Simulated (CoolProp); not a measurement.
Model: reference Helmholtz-energy equation of state, Lemmon 2006, in CoolProp. It is a short technical equation, of lower accuracy than the large ones.

Give the vapour pressure (bar), vapour density (kg/m³), liquid cp (kJ/(kg K)), vapour viscosity (µPa s) of saturated C2F6 (R116) at 231.1, 244.3 K.


```
T (K)  p (bar)  vapour density (kg/m³)  liquid cp (kJ/(kg K))  vapour viscosity (µPa s)
-----  -------  ----------------------  ---------------------  ------------------------
231.1     5.01                    41.8                   1.06                      10.7
244.3     7.92                    66.7                   1.12                      11.4
```

Viscosity comes from a separate model (Huber 2003), an estimate that may be off by 10 % or more.
